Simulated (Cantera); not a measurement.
A closed system holds: 1 mol Si(CH3)4, 0.037 mol C2H4, 25 mol H2, held at 1873 K and 75.0 Torr.

Method: chemical equilibrium by Gibbs-energy minimisation in Cantera with the NASA 1993 tables (ideal gas, pure condensed phases). Candidate condensed phases: C, C6H6, C7H8, C8H18, Si, SiC; 87 gas species. Kinetics and transport are ignored.

### Question
What is the equilibrium state?

### Answer
| Property | Result |
|---|---|
| x(H2) | 0.998 |
| x(H) | 0.00204 |
| x(C2H2 (acetylene)) | 0.000311 |
| x(CH4) | 6.07e-5 |
| x(Si) | 2.93e-6 |
| x(CH3) | 2.49e-6 |
| x(SiH2) | 1.62e-6 |
| n(C(graphite)) | 3.05 mol |
| n(SiC(s)) | 1.000 mol |
| gas amount | 31.10 mol |
| log10 activity of Si(l) (absent) | -1.48 |
